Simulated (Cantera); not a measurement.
Input (Python, Cantera) and output of one run.

```python
import numpy as np
import cantera as ct

gas_names = [...]  # 95 gases of nasa_gas.yaml made of C, F, H
cond_names = """
    C(gr) C6H6(L) C7H8(L) C8H18(L),n-octa
""".split()


# ... load() reads the species with a 1 bar reference pressure and builds the phases ...
atoms = {
    'CH3F': {'C': 1, 'H': 3, 'F': 1},
    'H2': {'H': 2},
}
top_T = {'C(gr)': 4500}  # K; cautious upper limits of use, not melting points


# ... equilibrate(T, P, feed) seeds the gas with the atoms and calls Mixture.equilibrate('TP', solver="vcs", rtol=1e-11, max_steps=5000) ...
results = []
feed = {'CH3F': 1, 'H2': 8.8}  # mol
T = 1825  # K
P = 900  # Pa
mix = equilibrate(T, P, feed)
results.append((T, P, feed, dict(zip(mix.species_names, mix.species_moles))))
print(gas.report(threshold=0.0001))
for i in range(1, mix.n_phases):
    print(f"{mix.phase(i).name:16s} {mix.phase_moles(i):12.5e} mol")
```

Output:

```
       temperature   1825 K
          pressure   900 Pa
           density   0.00021818 kg/m^3
  mean mol. weight   3.6784 kg/kmol
   phase of matter   gas

                          1 kg             1 kmol
                     ---------------   ---------------
          enthalpy        6.2017e+06        2.2813e+07  J
   internal energy        2.0766e+06        7.6386e+06  J
           entropy             62850        2.3119e+05  J/K
    Gibbs function        -1.085e+08        -3.991e+08  J
 heat capacity c_p            9114.2             33526  J/K
 heat capacity c_v            6853.9             25211  J/K

                      mass frac. Y      mole frac. X     chem. pot. / RT
                     ---------------   ---------------   ---------------
    C2H2,acetylene         0.0013728        0.00019394           -29.152
                 H         0.0012088         0.0044113           -12.003
                HF           0.50249          0.092389           -49.425
                H2            0.4949             0.903           -24.005
     [  +91 minor]        2.5839e-05        5.8707e-06

C(gr)             9.95738e-01 mol
```

Method: chemical equilibrium by Gibbs-energy minimisation in Cantera with the NASA 1993 tables (ideal gas, pure condensed phases).
